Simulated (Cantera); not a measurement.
A closed system holds: 1 mol Cu, 0.04 mol O2, 1.3 mol H2.

These are equilibrium values from Cantera (NASA tables, ideal gas, pure condensed phases), not measurements of a reactor. Candidate condensed phases: Cu, CuO, Cu(OH)2, Cu2O, H2O; 12 gas species. Kinetics and transport are ignored.

Task: What condenses at these points (T in K, P in Pa): (1848, 230); (1848, 1100); (748, 620000); (1748, 10); (1648, 10)?

Result: 
```tsv
T (K)	P in Pa	condensed phases	Cu condensed (%)
1848	230	Cu	10.7
1848	1100	Cu	87.9
748	620000	Cu	100.0
1748	10	gas only	0.0
1648	10	gas only	0.0
```
